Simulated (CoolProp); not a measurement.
Vapour-liquid equilibrium of hydrogen chloride (1) + n-hexane (2) at 293.9 K; x and y are mole fractions of (1).

The numbers come from the multi-fluid Helmholtz-energy mixture model, Thol 2018 and Thol 2019; pair parameters Bell 2016 in CoolProp.

```json
[
 {"x": "0.05", "bubble pressure (bar)": "3.321", "y at the bubble point": "0.947", "dew pressure at overall composition x (bar)": "0.1760", "liquid density (mol/L)": "7.960"},
 {"x": "0.125", "bubble pressure (bar)": "7.659", "y at the bubble point": "0.975", "dew pressure at overall composition x (bar)": "0.1913", "liquid density (mol/L)": "8.476"},
 {"x": "0.2", "bubble pressure (bar)": "11.42", "y at the bubble point": "0.982", "dew pressure at overall composition x (bar)": "0.2094", "liquid density (mol/L)": "(withheld)"},
 {"x": "0.275", "bubble pressure (bar)": "14.60", "y at the bubble point": "0.985", "dew pressure at overall composition x (bar)": "0.2312", "liquid density (mol/L)": "9.677"},
 {"x": "0.35", "bubble pressure (bar)": "17.27", "y at the bubble point": "(withheld)", "dew pressure at overall composition x (bar)": "0.2581", "liquid density (mol/L)": "10.38"},
 {"x": "0.425", "bubble pressure (bar)": "19.56", "y at the bubble point": "0.988", "dew pressure at overall composition x (bar)": "0.2920", "liquid density (mol/L)": "11.17"},
 {"x": "0.5", "bubble pressure (bar)": "21.64", "y at the bubble point": "0.989", "dew pressure at overall composition x (bar)": "0.3360", "liquid density (mol/L)": "12.07"},
 {"x": "0.575", "bubble pressure (bar)": "(withheld)", "y at the bubble point": "0.990", "dew pressure at overall composition x (bar)": "0.3957", "liquid density (mol/L)": "13.09"},
 {"x": "0.65", "bubble pressure (bar)": "25.85", "y at the bubble point": "0.991", "dew pressure at overall composition x (bar)": "0.4812", "liquid density (mol/L)": "14.26"},
 {"x": "0.725", "bubble pressure (bar)": "28.34", "y at the bubble point": "0.992", "dew pressure at overall composition x (bar)": "0.6138", "liquid density (mol/L)": "15.62"},
 {"x": "0.8", "bubble pressure (bar)": "31.32", "y at the bubble point": "0.994", "dew pressure at overall composition x (bar)": "0.8474", "liquid density (mol/L)": "17.21"},
 {"x": "0.875", "bubble pressure (bar)": "35.00", "y at the bubble point": "0.996", "dew pressure at overall composition x (bar)": "1.369", "liquid density (mol/L)": "19.08"},
 {"x": "0.95", "bubble pressure (bar)": "39.51", "y at the bubble point": "(withheld)", "dew pressure at overall composition x (bar)": "3.562", "liquid density (mol/L)": "21.26"}
]
```

Question: Fill in the missing entries.

Answer: 
- 0.2, liquid density (mol/L): 9.045
- 0.35, y at the bubble point: 0.987
- 0.575, bubble pressure (bar): 23.67
- 0.95, y at the bubble point: 0.998

No azeotrope shows between x = 0.05 and 0.95.

Pair parameters are fitted to limited data, so mixtures are less certain than the pure fluids. The gap from Raoult's law changes sign with composition, which may be real or a fault of the pair parameters; it wasn't checked against measurements.
